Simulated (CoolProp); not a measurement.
Vapour-liquid equilibrium of toluene (1) + n-dodecane (2) at 409.7 K; x and y are mole fractions of (1).

Computed with CoolProp (multi-fluid Helmholtz-energy mixture model, Lemmon 2006 and Lemmon 2004; pair parameters Bell 2016).

```csv
x,"bubble pressure, mixture model (bar)","bubble pressure, Raoult's law (bar)","y, mixture model","y, Raoult's law"
0.05,0.1664,0.1898,0.458,0.529
0.15,0.3323,0.3811,0.756,0.790
0.25,0.5178,0.5723,0.861,0.877
0.35,0.7134,0.7636,0.912,0.920
0.45,0.9122,0.9548,0.942,0.946
0.55,1.111,1.146,0.960,0.963
0.65,1.308,1.337,0.973,0.975
0.75,1.504,1.529,0.983,0.985
0.85,1.703,1.720,0.991,0.992
0.95,1.904,1.911,0.997,0.998
```

The largest gap from Raoult's law is -12.8 % in bubble pressure, at x = 0.15. No azeotrope shows between x = 0.05 and 0.95.

Pair parameters are fitted to limited data, so mixtures are less certain than the pure fluids.
